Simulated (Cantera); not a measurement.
An isothermal, constant-pressure homogeneous reactor starts with NO : N2 = 1 : 4.2 (molar parts), at 2050 K and 20.0 Torr.

Model: GRI-Mech 3.0 (53 species, 325 reactions), integrated in Cantera. Radical loss at walls, strong at low pressure, is not modelled.

x: mole fraction; the columns are a selection and need not sum to one.

| t (s) | x NO | x N2 | x N2O | x O2 | x O |
|---|---|---|---|---|---|
| 5.00e-5 | 0.192 | 0.808 | 8.14e-8 | 2.01e-11 | 8.18e-8 |
| 0.000192 | 0.192 | 0.808 | (withheld) | 2.97e-10 | (withheld) |
| 0.000736 | 0.192 | 0.808 | 1.16e-6 | 4.43e-9 | 1.24e-6 |
| 0.00282 | 0.192 | 0.808 | (withheld) | (withheld) | (withheld) |
| 0.0108 | 0.192 | 0.808 | 1.12e-5 | 1.20e-6 | 2.37e-5 |
| 0.0415 | 0.192 | 0.808 | 1.70e-5 | 2.34e-5 | 0.000112 |
| 0.159 | 0.191 | 0.808 | 1.59e-5 | 0.000373 | 0.000341 |
| 0.612 | 0.186 | 0.811 | 1.43e-5 | 0.00292 | 0.000519 |
| 2.35 | 0.161 | 0.823 | 9.78e-6 | 0.0153 | 0.000842 |
| 9.00 | 0.0696 | 0.868 | 1.60e-6 | 0.0605 | 0.00150 |

### Question
Some entries are withheld; supply them.

### Answer

- 0.000192, x N2O: 3.10e-7
- 0.000192, x O: 3.15e-7
- 0.00282, x N2O: 4.06e-6
- 0.00282, x O2: 6.89e-8
- 0.00282, x O: 5.11e-6
